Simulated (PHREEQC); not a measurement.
A solution holds 0.22 mol/kgw H2SO4, 0.00038 mol/kgw LiCl, 0.28 mol/kgw MnSO4 and 0.018 mol/kgw HCl, at 82 °C. Closed to the air; pH follows from the charge balance.

Equilibrium calculation in PHREEQC: ion-association model, phreeqc.dat.

Problem. The ionic strength comes out as 0.696 mol/kgw. What activity coefficients do Mn+2, MnCl+, HSO4-, SO4-2, LiSO4- get?

Solution. Mn+2 0.19, MnCl+ 0.63, HSO4- 0.72, SO4-2 0.15, LiSO4- 0.63.

This is a speciation only: nothing precipitates in the calculation. Complexes and solids missing from the database can't appear. Away from 25 °C the constants follow the database's enthalpies or fits; those with neither stay at their 25 °C values.
